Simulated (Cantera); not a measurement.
Source: NASA polynomial tables (part measured, part estimated), evaluated in Cantera. Values are per mole of reaction as written; species without (g) are pure solids or liquids, kept so even where they would boil at 1 bar.

Si(g) + 2 Cl(g) → SiCl2(g)

```tsv
T (K)	ΔH° (kJ)	ΔS° (J/K)	ΔG° (kJ)	log10 K
2898	-881.5	-237.8	-192.4	3.47
2923	-881.6	-237.8	-186.4	3.33
2948	[?]	[?]	[?]	[?]
2973	-882.0	-238.0	-174.5	3.07
2998	[?]	[?]	[?]	[?]
```

Q: Fill in the missing entries.

A: 
- 2948, ΔH° (kJ): -881.8
- 2948, ΔS° (J/K): -237.9
- 2948, ΔG° (kJ): -180.5
- 2948, log10 K: 3.20
- 2998, ΔH° (kJ): -882.1
- 2998, ΔS° (J/K): -238.0
- 2998, ΔG° (kJ): -168.6
- 2998, log10 K: 2.94
